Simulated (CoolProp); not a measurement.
Model: reference Helmholtz-energy equation of state, Gao 2016, in CoolProp.

Problem. Give the vapour pressure (MPa), vapour density (kg/m³) of saturated sulfur dioxide at 3.15, 45.05 °C.

Solution. 
```csv
T (°C),p (MPa),vapour density (kg/m³)
3.15,0.177,5.13
45.05,0.731,19.8
```
